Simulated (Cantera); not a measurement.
A perfectly stirred reactor is fed with CH4 : O2 : N2 = 1 : 4.44 : 16.7 (molar parts), equivalence ratio 0.45, at 0.296 atm; it is adiabatic with a 523 K inlet, and is followed from long to short residence time, starting on the burning branch (τ in s: 0.026, 0.0096, 0.0035, 0.0013, 0.00046, 0.00017, 6.1e-05, 2.2e-05, 8.1e-06).

Cantera simulation using GRI-Mech 3.0 (53 species, 325 reactions); the numbers are that mechanism's predictions, not measurements.

x: mole fraction; the columns are a selection and need not sum to one.

```json
[
 {"τ (s)": "0.026", "T (K)": "1533", "x CH4": "6.30e-5", "x O2": "0.110", "x O": "0.000935", "x NO": "1.81e-6", "x CH2CO": "3.23e-9", "x CH3": "___", "x HCN": "1.71e-9"},
 {"τ (s)": "0.0096", "T (K)": "1510", "x CH4": "0.000123", "x O2": "0.111", "x O": "0.00158", "x NO": "1.68e-6", "x CH2CO": "6.94e-9", "x CH3": "___", "x HCN": "3.46e-9"},
 {"τ (s)": "0.0035", "T (K)": "1468", "x CH4": "0.000272", "x O2": "0.112", "x O": "0.00236", "x NO": "1.49e-6", "x CH2CO": "1.91e-8", "x CH3": "___", "x HCN": "7.24e-9"},
 {"τ (s)": "0.0013", "T (K)": "1396", "x CH4": "0.000786", "x O2": "0.116", "x O": "0.00256", "x NO": "8.45e-7", "x CH2CO": "9.38e-8", "x CH3": "___", "x HCN": "1.54e-8"},
 {"τ (s)": "0.00046", "T (K)": "523", "x CH4": "0.0452", "x O2": "0.201", "x O": "<1e-12", "x NO": "<1e-12", "x CH2CO": "<1e-12", "x CH3": "<1e-12", "x HCN": "<1e-12"},
 {"τ (s)": "0.00017", "T (K)": "523", "x CH4": "0.0452", "x O2": "0.201", "x O": "<1e-12", "x NO": "<1e-12", "x CH2CO": "<1e-12", "x CH3": "<1e-12", "x HCN": "<1e-12"},
 {"τ (s)": "6.1e-5", "T (K)": "523", "x CH4": "0.0452", "x O2": "0.201", "x O": "<1e-12", "x NO": "<1e-12", "x CH2CO": "<1e-12", "x CH3": "<1e-12", "x HCN": "<1e-12"},
 {"τ (s)": "2.2e-5", "T (K)": "523", "x CH4": "0.0452", "x O2": "0.201", "x O": "<1e-12", "x NO": "<1e-12", "x CH2CO": "<1e-12", "x CH3": "<1e-12", "x HCN": "<1e-12"},
 {"τ (s)": "8.1e-6", "T (K)": "523", "x CH4": "0.0452", "x O2": "0.201", "x O": "<1e-12", "x NO": "<1e-12", "x CH2CO": "<1e-12", "x CH3": "<1e-12", "x HCN": "<1e-12"}
]
```

Complete the blanks.


- 0.026, x CH3: 6.30e-6
- 0.0096, x CH3: 1.08e-5
- 0.0035, x CH3: 2.03e-5
- 0.0013, x CH3: 4.82e-5
